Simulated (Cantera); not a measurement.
Source: NASA polynomial tables (part measured, part estimated), evaluated in Cantera. Values are per mole of reaction as written; species without (g) are pure solids or liquids, kept so even where they would boil at 1 bar.

a) 2 Pb + O2(g) ⇌ 2 PbO(g)
b) 4 Li + O2(g) ⇌ 2 Li2O
c) 2 C + O2(g) ⇌ 2 CO(g)
d) Nb + O2(g) ⇌ NbO2
e) 1.2 Ti + O2(g) ⇌ 0.4 Ti3O5
f) C + O2(g) ⇌ CO2(g)

Q: Order these by ΔG° at 300 K, most negative first.

A: b (-1124 kJ), e (-927 kJ), d (-739 kJ), f (-394 kJ), c (-275 kJ), a (97 kJ)
